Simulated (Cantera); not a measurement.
Abatement and gas-phase synthesis: HI + H₂

A closed system holds: 1 mol HI, 0.1 mol H₂, held at 28.0 Pa.

These are equilibrium values from Cantera (NASA tables, ideal gas, pure condensed phases), not measurements of a reactor. Candidate condensed phases: I₂; 5 gas species. Kinetics and transport are ignored.

```json
[
 {"T (K)": "848", "x HI": "0.611", "x I": "0.139", "x H₂": "0.202", "x I₂": "0.0479", "x H": "5.11e-10"},
 {"T (K)": "898", "x HI": "0.523", "x I": "0.217", "x H₂": "0.225", "x I₂": "0.0350", "x H": "3.10e-9"},
 {"T (K)": "948", "x HI": "0.425", "x I": "0.301", "x H₂": "0.251", "x I₂": "0.0228", "x H": "1.57e-8"},
 {"T (K)": "998", "x HI": "0.330", "x I": "0.379", "x H₂": "0.277", "x I₂": "0.0136", "x H": "6.76e-8"},
 {"T (K)": "1048", "x HI": "0.249", "x I": "0.444", "x H₂": "0.300", "x I₂": "0.00766", "x H": "2.53e-7"},
 {"T (K)": "1098", "x HI": "0.184", "x I": "0.493", "x H₂": "0.319", "x I₂": "0.00422", "x H": "8.35e-7"},
 {"T (K)": "1148", "x HI": "0.135", "x I": "0.529", "x H₂": "0.334", "x I₂": "0.00233", "x H": "2.47e-6"},
 {"T (K)": "1198", "x HI": "0.0996", "x I": "0.555", "x H₂": "0.344", "x I₂": "0.00130", "x H": "6.67e-6"},
 {"T (K)": "1248", "x HI": "0.0741", "x I": "0.573", "x H₂": "0.352", "x I₂": "0.000748", "x H": "1.66e-5"},
 {"T (K)": "1298", "x HI": "0.0559", "x I": "0.586", "x H₂": "0.358", "x I₂": "0.000440", "x H": "3.83e-5"},
 {"T (K)": "1348", "x HI": "0.0427", "x I": "0.595", "x H₂": "0.362", "x I₂": "0.000267", "x H": "8.32e-5"},
 {"T (K)": "1398", "x HI": "0.0331", "x I": "0.602", "x H₂": "0.365", "x I₂": "0.000166", "x H": "0.000171"},
 {"T (K)": "1448", "x HI": "0.0260", "x I": "0.607", "x H₂": "0.367", "x I₂": "0.000107", "x H": "0.000334"},
 {"T (K)": "1498", "x HI": "0.0207", "x I": "0.610", "x H₂": "0.368", "x I₂": "7.01e-5", "x H": "0.000623"}
]
```
x: gas mole fraction; nothing condenses.

From 848 K to 1498 K nothing is condensed.
